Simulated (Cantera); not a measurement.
# Ignition delay

Mixture: H2 : O2 : N2 = 1 : 0.893 : 3.66 (molar parts), at 100000 Pa, adiabatic and at constant pressure. Ignition delay is the time to a rise of 400 K.

Model: GRI-Mech 3.0 (53 species, 325 reactions), integrated in Cantera. Where the delays flatten at high temperature, the 400 K rule measures the pace of heat release, not the induction time.

```json
[
 {"T0 (K)": "1025", "delay (ms)": "0.209"},
 {"T0 (K)": "1125", "delay (ms)": "0.0823"},
 {"T0 (K)": "1225", "delay (ms)": "0.0482"},
 {"T0 (K)": "1325", "delay (ms)": "0.0341"},
 {"T0 (K)": "1425", "delay (ms)": "0.0278"},
 {"T0 (K)": "1525", "delay (ms)": "0.0254"},
 {"T0 (K)": "1625", "delay (ms)": "0.0252"}
]
```
